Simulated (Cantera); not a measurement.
A counterflow diffusion flame at 0.920 bar, nozzles 20 mm apart: fuel side C3H8 : N2 = 1 : 0.24 (molar parts) at 550 K, oxidiser side O2 : N2 = 0.24 : 0.76 (molar parts) at 698 K, fuel mass flux 1.6 times the oxidiser's; mixture-averaged transport, no radiation.

Detailed kinetics in Cantera: GRI-Mech 3.0 (53 species, 325 reactions). GRI-Mech 3.0 was tuned for natural gas; its chemistry of propane as a main component is partial and can be far from experiment. GRI-Mech 3.0 has no aromatics or soot, which form on the fuel side of real flames. The maximum strain rate includes the flame's own expansion and is several times the mean.

x: mole fraction; the columns are a selection and need not sum to one.

| oxidiser flux (kg/m²/s) | max strain (1/s) | mean strain (1/s) | T max (K) | peak x OH | peak x H | peak x NO | peak x CO | peak x C2H2 |
|---|---|---|---|---|---|---|---|---|
| 0.23 | ___ | 47.4 | 2274 | 0.0121 | 0.00627 | 0.000498 | 0.0947 | 0.0522 |
| 0.33 | ___ | 67.9 | 2252 | 0.0120 | 0.00668 | 0.000454 | 0.0933 | 0.0505 |
| 0.47 | ___ | 96.8 | 2230 | 0.0119 | 0.00707 | 0.000413 | 0.0919 | 0.0487 |
| 0.68 | ___ | 140 | 2207 | 0.0118 | 0.00747 | 0.000371 | 0.0907 | 0.0467 |
| 0.97 | ___ | 200 | 2184 | 0.0116 | 0.00784 | 0.000330 | 0.0895 | 0.0446 |
| 1.4 | ___ | 288 | 2160 | 0.0113 | 0.00819 | 0.000284 | 0.0887 | 0.0423 |
| 2 | ___ | 412 | 2133 | 0.0109 | 0.00844 | 0.000237 | 0.0882 | 0.0396 |
| 2.9 | ___ | 597 | 2098 | 0.0103 | 0.00855 | 0.000185 | 0.0882 | 0.0360 |

Q: Some entries are withheld; supply them.

A: 
- 0.23, max strain (1/s): 273
- 0.33, max strain (1/s): 382
- 0.47, max strain (1/s): 531
- 0.68, max strain (1/s): 748
- 0.97, max strain (1/s): 1040
- 1.4, max strain (1/s): 1460
- 2, max strain (1/s): 2030
- 2.9, max strain (1/s): 2850
